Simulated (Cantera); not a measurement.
Hydrocarbon pyrolysis for carbon deposition

An isothermal, constant-pressure homogeneous reactor starts with 20.1 % C₂H₆, 74.4 % H₂, 5.43 % H₂O, at 1173 K and 1.00 atm.

Model: GRI-Mech 3.0 (53 species, 325 reactions), integrated in Cantera. GRI-Mech 3.0 stops at C3 and has no aromatics, soot or wall deposition, so with more carbon than oxygen in the feed, carbon stays in small species such as C2H2 where larger ones or solid carbon would form.

```json
[
 {"t (s)": "4.00e-6", "x C₂H₆": "0.201", "x H₂": "0.744", "x C₂H₄": "4.80e-8", "x C₂H₂": "<1e-12", "x CH₄": "3.58e-7", "x CH₂": "<1e-12", "x C₂H": "<1e-12"},
 {"t (s)": "1.19e-5", "x C₂H₆": "0.201", "x H₂": "0.744", "x C₂H₄": "9.05e-7", "x C₂H₂": "<1e-12", "x CH₄": "1.92e-6", "x CH₂": "<1e-12", "x C₂H": "<1e-12"},
 {"t (s)": "3.56e-5", "x C₂H₆": "0.201", "x H₂": "0.744", "x C₂H₄": "1.17e-5", "x C₂H₂": "6.13e-12", "x CH₄": "7.35e-6", "x CH₂": "<1e-12", "x C₂H": "<1e-12"},
 {"t (s)": "0.000106", "x C₂H₆": "0.201", "x H₂": "0.744", "x C₂H₄": "0.000119", "x C₂H₂": "5.06e-10", "x CH₄": "2.57e-5", "x CH₂": "<1e-12", "x C₂H": "<1e-12"},
 {"t (s)": "0.000317", "x C₂H₆": "0.200", "x H₂": "0.745", "x C₂H₄": "0.00102", "x C₂H₂": "3.57e-8", "x CH₄": "0.000129", "x CH₂": "2.99e-12", "x C₂H": "<1e-12"},
 {"t (s)": "0.000948", "x C₂H₆": "0.193", "x H₂": "0.746", "x C₂H₄": "0.00620", "x C₂H₂": "1.35e-6", "x CH₄": "0.000873", "x CH₂": "9.85e-12", "x C₂H": "<1e-12"},
 {"t (s)": "0.00283", "x C₂H₆": "0.172", "x H₂": "0.748", "x C₂H₄": "0.0223", "x C₂H₂": "1.90e-5", "x CH₄": "0.00346", "x CH₂": "9.83e-12", "x C₂H": "<1e-12"},
 {"t (s)": "0.00844", "x C₂H₆": "0.126", "x H₂": "0.755", "x C₂H₄": "0.0581", "x C₂H₂": "0.000161", "x CH₄": "0.00977", "x CH₂": "8.11e-12", "x C₂H": "<1e-12"},
 {"t (s)": "0.0252", "x C₂H₆": "0.0609", "x H₂": "0.762", "x C₂H₄": "0.107", "x C₂H₂": "0.000918", "x CH₄": "0.0210", "x CH₂": "5.16e-12", "x C₂H": "<1e-12"},
 {"t (s)": "0.0752", "x C₂H₆": "0.0248", "x H₂": "0.762", "x C₂H₄": "0.129", "x C₂H₂": "0.00308", "x CH₄": "0.0348", "x CH₂": "3.05e-12", "x C₂H": "1.04e-12"},
 {"t (s)": "0.224", "x C₂H₆": "0.0187", "x H₂": "0.750", "x C₂H₄": "0.121", "x C₂H₂": "0.00632", "x CH₄": "0.0572", "x CH₂": "3.12e-12", "x C₂H": "1.88e-12"},
 {"t (s)": "0.670", "x C₂H₆": "0.0153", "x H₂": "0.723", "x C₂H₄": "0.103", "x C₂H₂": "0.00780", "x CH₄": "0.103", "x CH₂": "3.58e-12", "x C₂H": "1.99e-12"},
 {"t (s)": "2.00", "x C₂H₆": "0.0110", "x H₂": "0.680", "x C₂H₄": "0.0781", "x C₂H₂": "0.00646", "x CH₄": "0.175", "x CH₂": "3.34e-12", "x C₂H": "1.27e-12"}
]
```
x: mole fraction; the columns are a selection and need not sum to one.

Equilibrium at this temperature and pressure: C₂H₆ 9.91e-5, H₂ 0.638, C₂H₄ 0.000726, C₂H₂ 6.06e-5, CH₄ 0.312, CH₂ <1e-12, C₂H <1e-12 (gas phase only).
